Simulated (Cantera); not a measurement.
What does this Cantera script print?

```python
import numpy as np
import cantera as ct

gas = ct.Solution("gri30.yaml")
gas.TPX = 1248, 220000, {'CO': 0.0029, 'O2': 0.0052, 'H2O': 0.00099, 'N2': 1}
reactor = ct.IdealGasConstPressureReactor(gas, energy="off", clone=False)
net = ct.ReactorNet([reactor])
net.rtol, net.atol = 1e-08, 1e-18
show = ['CO', 'O2', 'H2O', 'N2O', 'HO2']
times = np.geomspace(0.0002, 10, 15)

steps = ct.SolutionArray(gas, extra=["t"])
rows = []
print(f"{'t/s':>10s}{'T/K':>9s}{'P/Pa':>11s}" + "".join(f"{s:>11s}" for s in show))
for t in times:
    while net.time < t:
        t_next = net.step()
        steps.append(gas.state, t=t_next)
    rows.append([np.interp(t, steps.t, y) for y in (steps.T, steps.P, *steps(*show).X.T)])
    print(f"{t:10.3e}{rows[-1][0]:9.1f}{rows[-1][1]:11.4g}" + "".join(f"{x:11.3e}" for x in rows[-1][2:]))
rate = np.gradient(steps.T, steps.t)
print("integrator steps:", len(steps.t))
if steps.T.max() > steps.T[0] + 200:
    print(f"time of steepest temperature rise: {steps.t[rate.argmax()]:.4e} s")
gas.TPX = 1248, 220000, {'CO': 0.0029, 'O2': 0.0052, 'H2O': 0.00099, 'N2': 1}
gas.equilibrate("TP")
print(f"equilibrium (TP): T = {gas.T:.1f} K  " + "  ".join(f"{s} {gas[s].X[0]:.3e}" for s in show))
```

Result:

```
       t/s      T/K       P/Pa         CO         O2        H2O        N2O        HO2
 2.000e-04   1248.0    2.2e+05  2.874e-03  5.153e-03  9.811e-04  1.639e-13  1.175e-11
 4.332e-04   1248.0    2.2e+05  2.874e-03  5.153e-03  9.811e-04  7.854e-13  9.060e-11
 9.382e-04   1248.0    2.2e+05  2.874e-03  5.153e-03  9.811e-04  4.388e-12  7.377e-10
 2.032e-03   1248.0    2.2e+05  2.874e-03  5.153e-03  9.811e-04  4.243e-11  8.426e-09
 4.401e-03   1248.0    2.2e+05  2.870e-03  5.150e-03  9.806e-04  2.355e-09  3.912e-07
 9.533e-03   1248.0    2.2e+05  2.236e-03  4.810e-03  9.556e-04  3.841e-07  1.691e-06
 2.065e-02   1248.0    2.2e+05  9.309e-04  4.173e-03  9.673e-04  1.077e-06  1.201e-06
 4.472e-02   1248.0    2.2e+05  2.870e-04  3.859e-03  9.763e-04  1.458e-06  6.693e-07
 9.686e-02   1248.0    2.2e+05  6.810e-05  3.753e-03  9.801e-04  1.611e-06  2.636e-07
 2.098e-01   1248.0    2.2e+05  1.242e-05  3.726e-03  9.814e-04  1.513e-06  6.672e-08
 4.544e-01   1248.0    2.2e+05  1.780e-06  3.721e-03  9.820e-04  1.134e-06  1.263e-08
 9.842e-01   1248.0    2.2e+05  1.890e-07  3.721e-03  9.822e-04  5.661e-07  2.735e-09
 2.132e+00   1248.0    2.2e+05  1.672e-08  3.721e-03  9.823e-04  1.306e-07  7.569e-10
 4.617e+00   1248.0    2.2e+05  3.334e-09  3.721e-03  9.824e-04  1.263e-08  2.141e-10
 1.000e+01   1248.0    2.2e+05  1.727e-09  3.721e-03  9.824e-04  4.921e-09  1.344e-10
integrator steps: 1355
equilibrium (TP): T = 1248.0 K  CO 1.659e-09  O2 3.701e-03  H2O 9.824e-04  N2O 4.725e-09  HO2 1.308e-10
```

Detailed kinetics in Cantera: GRI-Mech 3.0 (53 species, 325 reactions).
